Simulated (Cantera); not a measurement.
**Thermodynamics of carbothermic reduction, feed CuO + CO + H2**

Feed: 1 mol CuO, 0.86 mol CO, 0.11 mol H2, at 80.0 Pa.

Cantera equilibrium calculation (NASA polynomials, part measured and part estimated; ideal gas, pure solids and liquids). Candidate condensed phases: C, C6H6, C7H8, C8H18, Cu, CuO, Cu(OH)2, Cu2O, H2O; 113 gas species. Rates play no part.

```
T (K)   x Cu   x CO2    x CO      x O    x O2      x H    x H2O     x OH
-----  -----  ------  ------  -------  ------  -------  -------  -------
2048   0.474   0.313  0.0954  0.00769  0.0515  0.00419   0.0438  0.00713
2123   0.462   0.269   0.129   0.0147  0.0653  0.00769   0.0384  0.00993
2198   0.447   0.220   0.165   0.0264  0.0783   0.0132   0.0317   0.0129
2273   0.431   0.171   0.200   0.0444  0.0879   0.0212   0.0240   0.0155
2348   0.413   0.126   0.229   0.0700  0.0919   0.0313   0.0162   0.0170
2423   0.395  0.0878   0.252    0.103  0.0889   0.0423  0.00947   0.0167
2498   0.378  0.0582   0.267    0.143  0.0790   0.0522  0.00473   0.0146
```
x: gas mole fraction; nothing condenses.

From 2048 K to 2498 K nothing is condensed. The main Cu-bearing gas is Cu throughout.
